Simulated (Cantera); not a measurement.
# Nitride etching: BN + H2O + N2

Input: 1 mol BN, 1.8 mol H2O, a varied amount of N2, equilibrated at 1725 °C and 100000 Pa.

These are equilibrium values from Cantera (NASA tables, ideal gas, pure condensed phases), not measurements of a reactor. Candidate condensed phases: B, BN, B2O3, B3O3H3, H2O; 39 gas species. Equilibrium is a limit: real reactors are often held back by kinetics, nucleation or transport.

From 0.81 mol N2 to 3.1 mol N2 the condensed part is B2O3(l). At 3.9 mol N2 nothing is condensed. The main B-bearing gas is HBO2 at 0.81 mol N2 and B2O3 at 3.9 mol N2. The share of B in condensed phases is highest at 0.81 mol N2 (29.2 %) and lowest at 3.9 mol N2 (0.0 %).

```tsv
n(N2) (mol)	x N2	x H2	x HBO2	x B2O3	x H2O	x HBO	x H	x B2O2	n B2O3(l)
0.81	0.378	0.424	0.114	0.0403	0.0338	0.00792	0.00105	0.000404	0.146
1	0.409	0.400	0.110	0.0403	0.0312	0.00778	0.00102	0.000413	0.134
1.3	0.451	0.368	0.104	0.0403	0.0277	0.00758	0.000974	0.000427	0.115
1.6	0.488	0.340	0.0981	0.0403	0.0249	0.00741	0.000936	0.000441	0.0964
2	0.528	0.309	0.0917	0.0403	0.0217	0.00720	0.000892	0.000458	0.0721
2.5	0.570	0.277	0.0850	0.0403	0.0186	0.00697	0.000845	0.000479	0.0425
3.1	0.611	0.247	0.0782	0.0403	0.0158	0.00674	0.000797	0.000504	0.00769
3.9	0.656	0.217	0.0692	0.0363	0.0137	0.00603	0.000748	0.000458	0
```
x: gas mole fraction; n: condensed amount in mol.
